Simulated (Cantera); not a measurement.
**Gas-phase reforming**

A perfectly stirred reactor is fed with CH4 : CO2 = 1 : 0.32 (molar parts), at 260000 Pa; it is held at 2075 K, and followed from long to short residence time.

Computed with Cantera and GRI-Mech 3.0 (53 species, 325 reactions). GRI-Mech 3.0 stops at C3 and has no aromatics, soot or wall deposition, so with more carbon than oxygen in the feed, carbon stays in small species such as C2H2 where larger ones or solid carbon would form.

```csv
τ (s),x CH4,x CO2,x CH2,x O,x C2H,x H
12,0.00458,6.70e-6,5.36e-7,9.93e-12,6.35e-6,0.00131
1.9,0.00497,4.10e-5,5.85e-7,5.72e-11,6.35e-6,0.00131
0.32,0.00683,0.000238,8.14e-7,3.25e-10,6.38e-6,0.00131
0.052,0.0132,0.00132,1.63e-6,1.71e-9,6.62e-6,0.00128
0.0087,0.0290,0.00571,3.67e-6,5.92e-9,7.53e-6,0.00122
0.0014,0.0670,0.0224,7.51e-6,1.11e-8,8.72e-6,0.00108
0.00024,0.160,0.0799,1.21e-5,1.07e-8,7.91e-6,0.000904
```
x: mole fraction; the columns are a selection and need not sum to one.
